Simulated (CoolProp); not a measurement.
m-xylene along the isobar 0.424 MPa: density (kg/m³) from the reference equation and from simpler models built on Tc = 616.9 K, pc = 3.535 MPa, ω = 0.326; each cubic takes its own stable root.

Computed with CoolProp (reference Helmholtz-energy equation of state, Zhou 2012).

```json
[
 {"T (K)": "450.6", "phase": "liquid", "reference": "715.7"},
 {"T (K)": "471.8", "phase": "liquid", "reference": "691.5"},
 {"T (K)": "493", "phase": "gas", "reference": "12.21"},
 {"T (K)": "514.1", "phase": "gas", "reference": "11.52"},
 {"T (K)": "535.3", "phase": "gas", "reference": "10.92"},
 {"T (K)": "556.5", "phase": "gas", "reference": "10.40"},
 {"T (K)": "577.7", "phase": "gas", "reference": "9.932"},
 {"T (K)": "598.8", "phase": "gas", "reference": "9.515"},
 {"T (K)": "620", "phase": "gas", "reference": "9.136"}
]
```

**Question.** How far does each simpler model (van der Waals, Soave-Redlich-Kwong, Peng-Robinson) lie from the reference over these 9 states: mean and median of the absolute difference, and the worst?

**Answer.** 
- van der Waals: mean 23.4 %, median 2.3 %, worst -98.2 % at 471.8 K and 0.424 MPa
- Soave-Redlich-Kwong: mean 3.5 %, median 0.5 %, worst -14.1 % at 471.8 K and 0.424 MPa
- Peng-Robinson: mean 0.6 %, median 0.2 %, worst -2.5 % at 471.8 K and 0.424 MPa

At some of these states van der Waals gives the other phase, because its saturation line lies elsewhere.
